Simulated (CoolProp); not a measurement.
Properties of dimethyl ether along the isobar 0.101 MPa (Tc = 127.2 °C, pc = 5.337 MPa, ω = 0.196).

Values from CoolProp's reference Helmholtz-energy equation of state, Wu 2011.

```tsv
T (°C)	phase	density (kg/m³)	cp (kJ/(kg K))	expansivity (1/kK)	viscosity (µPa s)	fugacity coefficient
-90.95	liquid	820.7	2.135	1.505	635	0.01600
-76.15	liquid	802.3	2.144	1.562	[?]	0.05345
-61.35	liquid	783.6	2.162	1.632	349	0.1466
-46.65	liquid	764.5	2.187	1.715	276	[?]
-31.85	liquid	744.8	2.220	1.818	226	0.7093
-17.05	gas	2.259	1.392	[?]	[?]	0.9684
-2.25	gas	2.121	1.413	4.074	8.54	0.9745
12.45	gas	2.002	1.440	3.787	[?]	0.9790
27.25	gas	1.897	1.471	3.547	9.24	0.9825
42.05	gas	1.802	1.506	3.342	[?]	0.9852
56.85	gas	1.718	1.544	3.164	10.0	0.9873
71.55	gas	1.642	[?]	3.009	10.4	0.9891
86.35	gas	1.572	1.624	2.870	10.9	0.9905
```

### Question
Some entries are withheld; supply them.

### Answer

- -76.15, viscosity (µPa s): 460
- -46.65, fugacity coefficient: 0.3424
- -17.05, expansivity (1/kK): 4.431
- -17.05, viscosity (µPa s): 8.22
- 12.45, viscosity (µPa s): 8.88
- 42.05, viscosity (µPa s): 9.62
- 71.55, cp (kJ/(kg K)): 1.583

Viscosity comes from a separate model (Meng 2012).
